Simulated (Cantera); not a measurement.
A perfectly stirred reactor is fed with 7.18 % CH₄, 1.01 % H₂, 19.3 % O₂, 72.5 % N₂, equivalence ratio 0.77, at 3.90 bar; it is adiabatic with a 750 K inlet, and is followed from long to short residence time, starting on the burning branch (τ in s: 0.46, 0.17, 0.062, 0.023, 0.0082, 0.003, 0.0011, 0.0004, 0.00015, 5.4e-05).

Computed with Cantera and GRI-Mech 3.0 (53 species, 325 reactions).

One state of this run: T (K) = 2249; x CH₄ = 3.87e-5; x H₂ = 0.00158; x O₂ = 0.0457; x NO = 0.000263; x C₂H = 1.06e-10. x: mole fraction; the columns are a selection and need not sum to one.

### Question
Which value of τ (s) does it belong to?
A) 0.0011
B) 0.17
C) 0.00040
D) 0.023

### Answer
A, 0.0011
